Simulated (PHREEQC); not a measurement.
A made-up water analysis in mmol/kgw, 15 °C, pH 1.93, pe 9.9:

```csv
constituent,mmol/kgw
Na,12.4
K,3.22
Ca,2.83
Mg,0.589
Cl,5.9
S(6),19.9
Zn,0.00293
Cu(2),0.532
```

Valence states are taken as typed.

The numbers come from PHREEQC with the ion-association model, phreeqc.dat.

Each row changes one thing in this solution. Precipitation was switched off in this run.

```csv
case,ionic strength (mol/kgw),SO4-2 (mol/kgw),HSO4- (mol/kgw),Ca+2 (mol/kgw),CaSO4 (mol/kgw),Mg+2 (mol/kgw),SI of Gypsum (CaSO4:2H2O),SI of Halite (NaCl)
as made,0.0500,0.0119,0.00627,0.00193,0.000835,0.000397,-0.71,-5.88
Na from 12.4 to 6.2 mmol/kgw,0.0469,0.0120,0.00637,0.00190,0.000856,0.000392,-0.70,-6.18
Ca from 2.83 to 8.49 mmol/kgw,?,0.0111,0.00567,0.00603,?,0.000414,-0.27,-5.89
temperature from 15 to 40 °C at the same typed pH,0.0464,0.00952,0.00866,0.00194,0.000793,0.000344,-0.80,-5.90
```

**Question.** What belongs in the gaps?

**Answer.** 
- Ca from 2.83 to 8.49 mmol/kgw, ionic strength (mol/kgw): 0.0563
- Ca from 2.83 to 8.49 mmol/kgw, CaSO4 (mol/kgw): 0.00227

Complexes and solids missing from the database can't appear. At this temperature some constants are extrapolated from 25 °C, and those without enthalpy data are left unchanged.
